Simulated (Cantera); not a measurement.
Input: 1 mol borazine, 0.77 mol NH3, 80 mol N2, equilibrated at 1330 Pa.

Cantera equilibrium calculation (NASA polynomials, part measured and part estimated; ideal gas, pure solids and liquids). Candidate condensed phases: B, BN; 15 gas species. The feed counts by its element totals alone. The tables' values for BH2 are old estimates; treat these amounts as uncertain. Equilibrium is a limit: real reactors are often held back by kinetics, nucleation or transport.

At 2248 K, list the 4 most abundant gas species with their mole fractions, and the condensed phases.

N2 0.944, H2 0.0422, H 0.0131, B 0.000196. Condensed: BN(s).
